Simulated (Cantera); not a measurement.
Feed: 1 mol Cu, 0.049 mol CO₂, 16 mol H₂, held at 0.230 bar.

Equilibrium computed with Cantera from the NASA thermochemical tables; the gas is ideal and each condensed phase is pure. Candidate condensed phases: C, C₆H₆, C₇H₈, C₈H₁₈, Cu, CuO, Cu(OH)₂, Cu₂O, H₂O; 113 gas species. Equilibrium is a limit: real reactors are often held back by kinetics, nucleation or transport.

x: gas mole fraction; n: condensed amount in mol.

```csv
T (K),x H₂,x Cu,x H₂O,x CO,x H,n Cu(s),n Cu(l)
1348,0.994,2.04e-6,0.00305,0.00305,4.81e-6,1.000,0
1398,0.994,5.64e-6,0.00305,0.00305,9.84e-6,0,1.000
1448,0.994,1.44e-5,0.00305,0.00305,1.92e-5,0,1.000
1498,0.994,3.46e-5,0.00305,0.00305,3.57e-5,0,0.999
1548,0.994,7.82e-5,0.00305,0.00305,6.40e-5,0,0.999
1598,0.994,0.000168,0.00305,0.00305,0.000111,0,0.997
1648,0.993,0.000343,0.00305,0.00305,0.000185,0,0.994
1698,0.993,?,0.00305,0.00305,?,0,0.989
1748,0.992,0.00127,0.00305,0.00305,0.000475,0,0.980
1798,0.991,?,0.00304,0.00304,?,0,0.963
1848,0.989,0.00404,0.00304,0.00304,0.00110,0,0.935
1898,0.985,0.00688,0.00303,0.00303,0.00162,0,0.888
```

Problem. Some entries are withheld; supply them.

Solution. 
- 1698, x Cu: 0.000673
- 1698, x H: 0.000300
- 1798, x Cu: 0.00230
- 1798, x H: 0.000731
